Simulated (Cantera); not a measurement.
Charge: 1 mol Ti, 0.14 mol C₃H₈, at 1000 K and 0.470 bar.

Method: chemical equilibrium by Gibbs-energy minimisation in Cantera with the NASA 1993 tables (ideal gas, pure condensed phases). Candidate condensed phases: C, C₆H₆, C₇H₈, C₈H₁₈, Ti, TiC; 77 gas species. TiC: taken at fixed stoichiometry. Condensed phases not in the tables: N, O or C dissolved in the metal. The numbers say what is thermodynamically allowed, not how fast it happens.

Base state: H₂ 1.00 (mole fractions); condensed: Ti(α) + TiC(s).

Question: What changes in the equilibrium state with this change: Ti replaced by Ti(OiPr)₄?

Answer: 
```json
[
 {"species": "H₂", "before": "1.00", "after": "0.844"},
 {"species": "CO", "before": "0", "after": "0.105"},
 {"species": "CH₄", "before": "<1e-9", "after": "0.0320"},
 {"species": "H₂O", "before": "0", "after": "0.0164"},
 {"species": "CO₂", "before": "0", "after": "0.00292"},
 {"species": "Ti(α), mol", "before": "0.580", "after": "0"},
 {"species": "TiC(s), mol", "before": "0.420", "after": "0"},
 {"species": "C(graphite), mol", "before": "0", "after": "10.2"},
 {"species": "TiO₂(rutile), mol", "before": "0", "after": "1.00"}
]
```
The feed counts by its element totals alone. Further candidate phases: H₂O, TiO, TiO₂, Ti₂O₃, Ti₃O₅, Ti₄O₇.
